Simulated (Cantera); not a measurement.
What does this Cantera script print?

```python
import numpy as np
import cantera as ct

gas = ct.Solution("gri30.yaml")
gas.TPX = 1400, 880, {'H2': 0.12, 'O2': 1}
inlet = ct.Reservoir(gas, clone=True)

reactor = ct.IdealGasConstPressureReactor(gas, energy="off", clone=False)
exhaust = ct.Reservoir(gas, clone=True)
tau = [0.54, 0.27, 0.14, 0.068, 0.034, 0.017, 0.0084, 0.0042][0]
for a, b in ((inlet, reactor), (reactor, exhaust)):
    ct.MassFlowController(a, b, mdot=lambda t: reactor.mass / tau)
net = ct.ReactorNet([reactor])
show = ['H2', 'O2', 'H2O', 'HO2', 'OH']

rows = []
print(f"{'tau/s':>10s}{'T/K':>9s}" + "".join(f"{s:>11s}" for s in show))
for tau in [0.54, 0.27, 0.14, 0.068, 0.034, 0.017, 0.0084, 0.0042]:
    net.initial_time = 0.0
    net.advance(30 * tau)
    before = gas.X
    net.advance(40 * tau)
    drift = np.max(np.abs(gas.X - before) / (gas.X + 1e-9))
    rows.append([gas.T, *gas[show].X, drift])
    print(f"{tau:10.3e}{gas.T:9.1f}" + "".join(f"{x:11.3e}" for x in gas[show].X))
```

Result:

```
     tau/s      T/K         H2         O2        H2O        HO2         OH
 5.400e-01   1400.0  9.044e-04  8.699e-01  1.071e-01  1.652e-06  5.758e-03
 2.700e-01   1400.0  1.322e-03  8.624e-01  1.046e-01  1.905e-06  6.930e-03
 1.400e-01   1400.0  1.822e-03  8.532e-01  1.016e-01  2.098e-06  8.072e-03
 6.800e-02   1400.0  2.453e-03  8.419e-01  9.758e-02  2.242e-06  9.234e-03
 3.400e-02   1400.0  3.098e-03  8.317e-01  9.374e-02  2.318e-06  1.014e-02
 1.700e-02   1400.0  3.811e-03  8.241e-01  9.037e-02  2.356e-06  1.085e-02
 8.400e-03   1400.0  4.794e-03  8.197e-01  8.741e-02  2.377e-06  1.148e-02
 4.200e-03   1400.0  6.399e-03  8.184e-01  8.437e-02  2.393e-06  1.217e-02
```

Model: GRI-Mech 3.0 (53 species, 325 reactions), integrated in Cantera. Radical loss at walls, strong at low pressure, is not modelled. The temperature is held fixed by assumption; the heat of reaction is taken as removed at once.
